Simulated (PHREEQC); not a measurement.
**Buffer: speciation**

Make-up at 20 °C: 0.0034 mol NaHCO3, 0.0057 mol NH3 and 0.017 mol NaCl per kg of water. Closed to the air; pH follows from the charge balance.

The numbers come from PHREEQC with the ion-association model, phreeqc.dat.

Precipitation was switched off in this run.

Problem. What pH, specific conductance does the model give?

Solution. pH 9.95; specific conductance 2140 µS/cm.

Problem. In which forms is C present?

Solution. HCO3- 60 %, CO3-2 34 %, NaCO3- 5.7 %, NaHCO3 0.5 % of the C.
